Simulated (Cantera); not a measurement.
Charge: 1 mol TEOS, 0.43 mol H2O, 10 mol H2, held at 850 K and 0.120 bar.

Method: chemical equilibrium by Gibbs-energy minimisation in Cantera with the NASA 1993 tables (ideal gas, pure condensed phases). The feed counts by its element totals alone. The numbers say what is thermodynamically allowed, not how fast it happens.

```csv
species,before,after
H2,0.839,0.772
CO,0.0583,0.0963
H2O,0.0414,0.0629
CO2,0.00878,0.0240
CH4,0.0526,0.0445
"C(graphite), mol",5.52,3.86
"SiO2(β-quartz), mol",1.00,1.00
```
Gas species are given as mole fractions.

Task: Name the change that produced these shifts.
A) pressure from 0.120 bar to 30.0 mbar
B) pressure from 0.120 bar to 10.0 mbar
C) H2O from 0.43 to 3.2 mol
D) temperature from 850 K to 1525 K

Result: C, H2O from 0.43 to 3.2 mol
